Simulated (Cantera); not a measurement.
A closed system holds: 1 mol PbO, 0.72 mol CH₄, 0.28 mol H₂, held at 1327 °C and 1.70 mbar.

Method: chemical equilibrium by Gibbs-energy minimisation in Cantera with the NASA 1993 tables (ideal gas, pure condensed phases). Candidate condensed phases: C, C₆H₆, C₇H₈, C₈H₁₈, H₂O, Pb, PbO, PbO₂, Pb₃O₄; 113 gas species. Rates play no part.

### Question
What is the equilibrium state?

### Answer
```json
{
 "x(H₂)": "0.429",
 "x(Pb)": "0.291",
 "x(CO)": "0.198",
 "x(H₂O)": "0.0705",
 "x(CO₂)": "0.0108",
 "x(H)": "0.000864",
 "x(PbO)": "3.39e-5",
 "x(OH)": "5.56e-6",
 "x(Pb₂)": "1.80e-6",
 "gas_amount": "3.441 mol",
 "log10 activity of Pb(l) (absent)": "-2.09",
 "log10 activity of C(graphite) (absent)": "-5.75"
}
```
